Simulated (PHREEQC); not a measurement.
A solution holds 1.7 mmol/kgw CdCl2, 140 mmol/kgw H3BO3 and 0.18 mmol/kgw MnSO4, at 20 °C. Closed to the air; pH follows from the charge balance.

The numbers come from PHREEQC with the ion-association model, phreeqc.dat.

| Item | Result |
|---|---|
| pH | 5.07 |
| ionic strength | 0.00509 mol/kgw |

```csv
species,molality,activity,log γ
H3BO3,0.140,0.140,0.001
Cl-,0.00310,0.00287,-0.033
Cd+2,0.00137,0.00101,-0.132
CdCl+,0.000294,0.000273,-0.033
Mn+2,0.000176,0.000131,-0.127
SO4-2,0.000147,0.000109,-0.129
CdSO4,3.08e-5,3.08e-5,0.001
H2BO3-,9.25e-6,8.57e-6,-0.033
H+,9.18e-6,8.57e-6,-0.030
CdCl2,3.20e-6,3.20e-6,0.001
MnSO4,2.31e-6,2.31e-6,0.001
MnCl+,1.66e-6,1.54e-6,-0.032
HSO4-,8.80e-8,8.15e-8,-0.033
Cd(SO4)2-2,5.14e-8,3.80e-8,-0.132
CdOHCl,1.17e-8,1.18e-8,0.001
```

Precipitation was switched off in this run. Complexes and solids missing from the database can't appear.
